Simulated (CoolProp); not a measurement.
A single-stage vapour-compression cycle with the fluid: evaporating at 293.15 K (dew point), condensing at 353.15 K (bubble point), superheat 5 K, subcooling 5 K, compressor efficiency 0.6, no pressure losses. The same conditions are run with several fluids, on thermodynamics alone (safety and materials aside).

Model: reference Helmholtz-energy equation of state of each fluid (cyclopropane: Polt 1992; n-butane: Bücker 2006; isobutene: Lemmon 2005; R123: Younglove 1994; R236FA: Pan 2012; ammonia: Gao 2020), in CoolProp. The equations of Platzer and Polt are older, rougher fits.

| fluid | cooling COP | pressure ratio | discharge temperature (K) | refrigerating effect (kJ/kg) | volumetric capacity (kJ/m³) |
|---|---|---|---|---|---|
| cyclopropane | 2.22 | 4.00 | 394.7 | 282 | 3410 |
| n-butane | … | 4.87 | … | 233 | 1210 |
| isobutene | 2.20 | 4.69 | 372.3 | 234 | 1500 |
| R123 | 2.34 | 6.47 | 376.3 | 119 | 574 |
| R236FA | 1.97 | … | … | 80.9 | 1230 |
| ammonia | 2.25 | 4.83 | … | 923 | 6020 |

Problem. What belongs in the gaps?

Solution. 
- n-butane, cooling COP: 2.19
- n-butane, discharge temperature (K): 367.2
- R236FA, pressure ratio: 5.44
- R236FA, discharge temperature (K): 360.8
- ammonia, discharge temperature (K): 483.1
